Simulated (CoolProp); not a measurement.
A single-stage vapour-compression cycle with R125: evaporating at 266.15 K (dew point), condensing at 300.15 K (bubble point), superheat 0 K, subcooling 2 K, compressor efficiency 0.65, no pressure losses. Each further row changes one setting.

Values from CoolProp's reference Helmholtz-energy equation of state, Lemmon 2005.

```
case                              cooling COP  pressure ratio  discharge temperature (K)  refrigerating effect (kJ/kg)  volumetric capacity (kJ/m³)
--------------------------------  -----------  --------------  -------------------------  ----------------------------  ---------------------------
as stated                                3.99            2.72                      309.7                          96.9                         3240
evaporating temperature 271.15 K         4.91            2.31                      308.1                          99.4                            …
condensing temperature 295.15 K          4.90               …                      303.6                           104                         3470
subcooling 7 K                           4.27            2.72                      309.7                           104                            …
superheat 10 K                           4.05            2.72                      319.6                           105                         3330
compressor efficiency 0.55               3.37            2.72                      313.9                          96.9                         3240
```

Fill in the missing entries.


- evaporating temperature 271.15 K, volumetric capacity (kJ/m³): 3920
- condensing temperature 295.15 K, pressure ratio: 2.38
- subcooling 7 K, volumetric capacity (kJ/m³): 3480
